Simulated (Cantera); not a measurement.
**Equilibrium for iron carbonyl, mercury and lead vapours: PbO + H2 + N2**

Input: 1 mol PbO, a varied amount of H2, 22 mol N2, equilibrated at 1200 °C and 1.00 bar.

Method: chemical equilibrium by Gibbs-energy minimisation in Cantera with the NASA 1993 tables (ideal gas, pure condensed phases). Candidate condensed phases: H2O, Pb, PbO, PbO2, Pb3O4; 27 gas species. Each liquid is taken as pure. Mutual solubility and eutectic melting of coexisting phases are not modelled. Gases not in the tables: (PbO)n polymers. Kinetics and transport are ignored.

| n(H2) (mol) | x N2 | x H2 | x H2O | x Pb | x PbO | n PbO(l) | n Pb(l) |
|---|---|---|---|---|---|---|---|
| 0.11 | 0.984 | 1.26e-6 | 0.00492 | 0.00498 | 0.00623 | 0.749 | 0 |
| 0.47 | 0.955 | 1.97e-5 | 0.0204 | 0.0189 | 0.00623 | 0.387 | 0.0348 |
| 0.82 | 0.940 | 3.38e-5 | 0.0350 | 0.0189 | 0.00623 | 0.0348 | 0.378 |
| 1.2 | 0.930 | 0.00849 | 0.0423 | 0.0189 | 3.00e-5 | 0 | 0.553 |
| 1.5 | 0.918 | 0.0209 | 0.0417 | 0.0189 | 1.20e-5 | 0 | 0.548 |
| 1.9 | 0.903 | 0.0370 | 0.0410 | 0.0189 | 6.69e-6 | 0 | 0.540 |
| 2.2 | 0.892 | 0.0487 | 0.0405 | 0.0189 | 5.02e-6 | 0 | 0.534 |
x: gas mole fraction; n: condensed amount in mol.

At 0.11 mol H2 the condensed part is PbO(l). From 0.47 mol H2 to 0.82 mol H2 the condensed part is Pb(l) + PbO(l). From 1.2 mol H2 to 2.2 mol H2 the condensed part is Pb(l). The share of Pb in condensed phases is highest at 0.11 mol H2 (74.9 %) and lowest at 0.82 mol H2 (41.2 %).
